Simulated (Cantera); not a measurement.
A perfectly stirred reactor is fed with H2 : O2 = 0.05 : 1 (molar parts), equivalence ratio 0.025, at 25.5 Torr; it is held at 1225 K, and followed from long to short residence time.

Computed with Cantera and GRI-Mech 3.0 (53 species, 325 reactions). Radical loss at walls, strong at low pressure, is not modelled. The temperature is held fixed by assumption; the heat of reaction is taken as removed at once.

x: mole fraction; the columns are a selection and need not sum to one.

```tsv
τ (s)	x H2	x O2	x H2O	x O	x OH	x HO2	x H2O2
0.75	0.000108	0.950	0.0482	0.00124	[?]	2.02e-6	1.10e-7
0.22	0.000223	0.948	0.0478	0.00271	[?]	3.18e-6	1.48e-7
0.067	0.000444	0.945	0.0471	0.00554	[?]	4.58e-6	1.87e-7
0.020	0.000891	0.939	0.0456	0.0105	[?]	6.12e-6	2.28e-7
0.0059	0.00183	0.931	0.0429	0.0171	[?]	7.48e-6	2.76e-7
0.0018	0.00394	0.925	0.0388	0.0215	[?]	8.42e-6	3.53e-7
0.00052	0.00959	0.926	0.0316	0.0201	[?]	8.78e-6	4.78e-7
```

Question: Fill in the missing entries.

Answer: 
- 0.75, x OH: 0.000742
- 0.22, x OH: 0.00111
- 0.067, x OH: 0.00164
- 0.020, x OH: 0.00237
- 0.0059, x OH: 0.00332
- 0.0018, x OH: 0.00442
- 0.00052, x OH: 0.00558
